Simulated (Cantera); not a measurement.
A diamond (100) surface in a fixed gas of H2 with x(CH4) = 0.011, x(H) = 0.013, x(CH3) = 0.00011, 72.8 Torr; coverages are run to steady state.

Computed with Cantera and the Harris–Goodwin 1993 mechanism for the reconstructed diamond (100) surface.

One state of this run: growth (µm/h) = 7.87; θ c6HH = 0.438; θ c6H* = 0.0386; θ c6*H = 0.490; θ c6** = 0.0305; θ c6HM = 0.00143. θ: site fractions in the mechanism's names (c6HH fully hydrogenated, c6H* and c6*H radical sites, c6** diradical, c6HM methylated).

Question: Which value of T (K) does it belong to?
(A) 1000
(B) 1200
(C) 1350
(D) 1250

Answer: B, 1200
